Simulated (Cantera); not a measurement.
A perfectly stirred reactor is fed with H2 : O2 : N2 = 1 : 0.294 : 1.11 (molar parts), equivalence ratio 1.7, at 12.8 atm; it is adiabatic with a 550 K inlet, and is followed from long to short residence time, starting on the burning branch (τ in s: 0.029, 0.013, 0.0058, 0.0026, 0.0012, 0.00051, 0.00023, 0.0001, 4.6e-05, 2e-05, 9e-06).

Computed with Cantera and the H2/O2 subset of GRI-Mech 3.0, which has no nitrogen chemistry. The hydrogen kinetics of GRI-Mech 3.0 are dated; newer H2 mechanisms differ, most at raised pressure. The pressure lies above the range GRI-Mech 3.0 was tuned for (to about 10 atm).

### Question
Predict: blow-out, bracketed by the residence times tried; x(H2) at τ = 29.0 ms; x(O2) at τ = 29.0 ms; x(H2O) at τ = 29.0 ms; x(H2O2) at τ = 29.0 ms; x(H) at τ = 29.0 ms; x(H2) at τ = 0.510 ms; x(O2) at τ = 0.510 ms; x(H2O) at τ = 0.510 ms; x(H2O2) at τ = 0.510 ms; x(H) at τ = 0.510 ms.

### Answer
```json
{
 "blow_out_bracketed_by_the_residence_times_tried": "burning at 9.00 µs, the shortest tried",
 "x(H2) at τ = 29.0 ms": "0.194",
 "x(O2) at τ = 29.0 ms": "1.06e-5",
 "x(H2O) at τ = 29.0 ms": "0.278",
 "x(H2O2) at τ = 29.0 ms": "9.04e-9",
 "x(H) at τ = 29.0 ms": "0.00180",
 "x(H2) at τ = 0.510 ms": "0.193",
 "x(O2) at τ = 0.510 ms": "0.000220",
 "x(H2O) at τ = 0.510 ms": "0.276",
 "x(H2O2) at τ = 0.510 ms": "1.16e-7",
 "x(H) at τ = 0.510 ms": "0.00458"
}
```
